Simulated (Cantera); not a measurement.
Input: 1 mol SiO2, 1.2 mol BCl3, 2.4 mol O2, held at 802 °C and 1.33 mbar.

Method: chemical equilibrium by Gibbs-energy minimisation in Cantera with the NASA 1993 tables (ideal gas, pure condensed phases). Candidate condensed phases: B, B2O3, Si, SiO2; 27 gas species. Mutual solubility and eutectic melting of coexisting phases are not modelled. Condensed phases not in the tables: borates and borosilicate glass, alloys, solid solutions and most ternary compounds. Equilibrium is a limit: real reactors are often held back by kinetics, nucleation or transport.

Base state: Cl2 0.528, O2 0.450, Cl 0.0220, ClO 2.77e-5 (mole fractions); condensed: B2O3(l) + SiO2(β-quartz).

**Question.** What changes in the equilibrium state with this change: SiO2 replaced by B2O3?

**Answer.** 
```tsv
species	before	after
Cl2	0.528	0.528
O2	0.450	0.450
Cl	0.0220	0.0220
ClO	2.77e-5	2.77e-5
B2O3(l), mol	0.600	1.60
SiO2(β-quartz), mol	1.00	0
```

**Question.** What changes in the equilibrium state with this change: SiO2 replaced by Al2O3?

**Answer.** 
| species | before | after |
|---|---|---|
| Cl2 | 0.528 | 0.528 |
| O2 | 0.450 | 0.450 |
| Cl | 0.0220 | 0.0220 |
| ClO | 2.77e-5 | 2.77e-5 |
| B2O3(l), mol | 0.600 | 0.600 |
| SiO2(β-quartz), mol | 1.00 | 0 |
| Al2O3(s), mol | 0 | 1.000 |
Further candidate phases: Al, AlCl3, Al2O3.

**Question.** What changes in the equilibrium state with this change: temperature from 802 °C to 1327 °C?

**Answer.** 
```tsv
species	before	after
Cl	0.0220	0.569
O2	0.450	0.275
B2O3	7.02e-8	0.0988
Cl2	0.528	0.0357
BOCl	1.05e-6	0.0154
BO2	3.63e-8	0.00553
O	2.41e-8	0.000208
ClO	2.77e-5	0.000238
B2O3(l), mol	0.600	0
SiO2(β-quartz), mol	1.00	1.00
```
The tables' values for BOCl are old estimates; treat these amounts as uncertain. The tables hold silica as quartz up to 1696 K and as liquid above; real silica turns to tridymite and cristobalite and melts near 1996 K.
